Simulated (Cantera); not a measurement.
Input: 1 mol toluene, 2.4 mol NH3, held at 2373.15 K and 1 atm.

Method: chemical equilibrium by Gibbs-energy minimisation in Cantera with the NASA 1993 tables (ideal gas, pure condensed phases). Equilibrium is a limit: real reactors are often held back by kinetics, nucleation or transport.

```
species             before     after
----------------  --------  --------
H2                   0.837     0.844
N2                   0.126     0.127
HCN                 0.0165    0.0166
H                   0.0127   0.00387
CH4               0.000132   0.00146
C2H4               5.11e-6   5.63e-5
NH3                3.30e-6   3.63e-5
CH3CN              1.12e-6   1.23e-5
CH3                3.72e-5  0.000124
CN                 1.20e-5   3.65e-6
C4H2               1.30e-5   1.31e-5
C(graphite), mol      6.75      6.73
```
Gas species are given as mole fractions.

Q: Which change was made?
A. pressure from 1 atm to 11.0 bar
B. NH3 from 2.4 to 0.28 mol
C. temperature from 2373.15 K to 550 K
D. temperature from 2373.15 K to 2698 K

A: A, pressure from 1 atm to 11.0 bar
